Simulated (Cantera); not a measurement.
An isothermal, constant-pressure homogeneous reactor starts with 15.0 % NH3, 85.0 % N2, at 2248 K and 1330 Pa.

Computed with Cantera and the gas-phase N/H chemistry of the illustrative SiF4/NH3 mechanism in the Surface Chemkin manual (1991). Walls and surfaces, which speed up NH3 decomposition in real reactors, are not modelled.

x: mole fraction; the columns are a selection and need not sum to one.

```tsv
t (s)	x NH3	x H2	x N	x NH	x N2	x N2H2
8.00e-6	0.150	4.47e-7	<1e-12	2.20e-11	0.850	<1e-12
2.67e-5	0.150	…	<1e-12	6.38e-10	0.850	1.70e-11
8.88e-5	0.150	1.75e-5	7.48e-12	1.25e-8	0.850	4.77e-10
0.000296	0.150	6.61e-5	3.87e-10	1.90e-7	0.850	7.91e-9
0.000987	0.150	…	…	…	0.849	…
0.00329	0.148	0.00122	1.71e-7	1.69e-5	0.849	1.70e-6
0.0110	0.141	0.0108	1.79e-6	4.60e-5	0.846	5.24e-6
0.0365	0.115	0.0445	5.69e-6	5.78e-5	0.839	3.75e-6
0.122	0.0632	0.113	8.39e-6	5.17e-5	0.823	1.65e-6
0.405	0.0124	0.179	7.49e-6	2.66e-5	0.807	2.20e-7
1.35	0.000122	0.194	3.72e-6	3.55e-6	0.802	8.83e-10
4.50	1.79e-7	0.187	3.81e-7	8.85e-8	0.798	<1e-12
15.0	1.33e-8	0.180	1.64e-7	2.12e-8	0.793	<1e-12
50.0	1.26e-8	0.180	1.68e-7	2.11e-8	0.793	<1e-12
```

### Question
Fill in the missing entries.

### Answer

- 2.67e-5, x H2: 3.45e-6
- 0.000987, x H2: 0.000236
- 0.000987, x N: 1.40e-8
- 0.000987, x NH: 2.60e-6
- 0.000987, x N2H2: 1.27e-7
